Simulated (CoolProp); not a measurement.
A single-stage vapour-compression cycle with R236FA: evaporating at 270.15 K (dew point), condensing at 319.15 K (bubble point), superheat 0 K, subcooling 0 K, compressor efficiency 0.6, no pressure losses. Each further row changes one setting.

Computed with CoolProp (reference Helmholtz-energy equation of state, Pan 2012).

```
case                              cooling COP  pressure ratio  discharge temperature (K)  refrigerating effect (kJ/kg)  volumetric capacity (kJ/m³)
--------------------------------  -----------  --------------  -------------------------  ----------------------------  ---------------------------
as stated                                2.46            5.47                      327.0                          99.6                          671
evaporating temperature 275.15 K         2.89            4.45                      325.7                           103                          844
condensing temperature 314.15 K          2.86            4.73                      322.0                           106                          714
subcooling 5 K                           2.62            5.47                      327.0                           106                          714
superheat 10 K                           2.53            5.47                      337.7                           108                          695
compressor efficiency 0.5                2.05            5.47                      335.5                          99.6                          671
```
